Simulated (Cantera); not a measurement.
Input: 1 mol Si3N4, 2.4 mol H2O, 260 mol H2, equilibrated at 2100 K and 0.133 bar.

Equilibrium computed with Cantera from the NASA thermochemical tables; the gas is ideal and each condensed phase is pure. Candidate condensed phases: H2O, Si, SiO2, Si2N2O, Si3N4; 35 gas species. Gases not in the tables: Si2H6 and higher silanes. Equilibrium is a limit: real reactors are often held back by kinetics, nucleation or transport.

Base state: H2 0.974, SiO 0.00895, H 0.00842, N2 0.00745, Si 0.00100, SiH 0.000196, SiH2 0.000178, Si2 1.30e-5 (mole fractions); condensed: Si(l).

What changes in the equilibrium state with this change: temperature from 2100 K to 1948 K?


```
species       before     after
----------  --------  --------
H2             0.974     0.980
SiO          0.00895   0.00898
N2           0.00745   0.00748
H            0.00842   0.00306
Si           0.00100  0.000174
Si2          1.30e-5   1.59e-6
SiH         0.000196   4.84e-5
Si(l), mol     0.216     0.517
```

What changes in the equilibrium state with this change: temperature from 2100 K to 2148.15 K?


```json
[
 {"species": "H2", "before": "0.974", "after": "0.970"},
 {"species": "H", "before": "0.00842", "after": "0.0113"},
 {"species": "SiO", "before": "0.00895", "after": "0.00893"},
 {"species": "Si", "before": "0.00100", "after": "0.00163"},
 {"species": "Si2", "before": "1.30e-5", "after": "2.32e-5"},
 {"species": "SiH", "before": "0.000196", "after": "0.000288"},
 {"species": "Si(l), mol", "before": "0.216", "after": "0"}
]
```
